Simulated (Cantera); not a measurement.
Input: 1 mol CH3Cl, 0.12 mol F2, 0.42 mol H2, at 1.50 Pa.

These are equilibrium values from Cantera (NASA tables, ideal gas, pure condensed phases), not measurements of a reactor. Candidate condensed phases: C, C6H6, C7H8, C8H18; 118 gas species. Rates play no part.

Task: Which condensed phases are stable at each of these points (T (K)): 1675, 1875, 2075, 2275, 2475, 2675, 2875, 3075, 3275, 3475?

Result: 
```csv
T (K),condensed phases,C condensed (%)
1675,C(graphite),100.0
1875,C(graphite),99.9
2075,C(graphite),99.7
2275,C(graphite),98.5
2475,C(graphite),60.3
2675,gas only,0.0
2875,gas only,0.0
3075,gas only,0.0
3275,gas only,0.0
3475,gas only,0.0
```

From 1675 K to 2475 K the condensed part is C(graphite). From 2675 K to 3475 K nothing is condensed.
